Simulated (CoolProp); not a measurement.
The numbers come from the reference Helmholtz-energy equation of state, Thol 2016 in CoolProp.

**Question.** For hexamethyldisiloxane (MM), give the phase and the density (kg/m³), cp (kJ/(kg K)), speed of sound (m/s), Joule-Thomson coefficient (K/MPa) at 397.5 K and 1.01 bar; 431.1 K and 1.01 bar.

**Answer.** 
- 397.5 K and 1.01 bar: gas; density 5.22, cp 1.78, speed of sound 138, Joule-Thomson coefficient 21.4
- 431.1 K and 1.01 bar: gas; density 4.75, cp 1.86, speed of sound 145, Joule-Thomson coefficient 15.7
